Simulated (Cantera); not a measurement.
A freely propagating, adiabatic, planar premixed flame of CH₄ : H₂ : O₂ : N₂ = 1 : 0.034 : 1.34 : 5.06 (molar parts), equivalence ratio 1.5, unburnt at 300 K and 7.80 atm; mixture-averaged transport, grid criteria slope 0.08 and curve 0.16, no radiation.

Detailed kinetics in Cantera: GRI-Mech 3.0 (53 species, 325 reactions). Burning velocities carry a grid error of a few per cent, more on coarse grids.

Question: Predict: laminar burning velocity; thermal thickness; peak x(CH₂O); peak x(C₂H₆).

Answer: 
```json
{
 "laminar_burning_velocity": "5.87 cm/s",
 "thermal_thickness": "0.299 mm",
 "peak x(CH₂O)": "0.00147",
 "peak x(C₂H₆)": "0.00103"
}
```
